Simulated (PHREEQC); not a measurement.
A solution holds 0.0071 mol NH4HF2, 0.00085 mol H2SiF6, 0.0012 mol H3PO4 and 0.0071 mol HCl per kg of water, at 25 °C. Closed to the air; pH follows from the charge balance.

All values are PHREEQC results (ion-association model, phreeqc.dat), not measurements.

No solid was allowed to form.

Question: Order these F species by the share of F that they hold, largest first: F-, SiF6-2, HF, HF2-.

Answer: HF (62 %), SiF6-2 (26 %), F- (11 %), HF2- (1.00 %)

The pH is 2.37 and the ionic strength 0.0126 mol/kgw. Complexes and solids missing from the database can't appear. SiF6-2 is the database's only silicon fluoride.
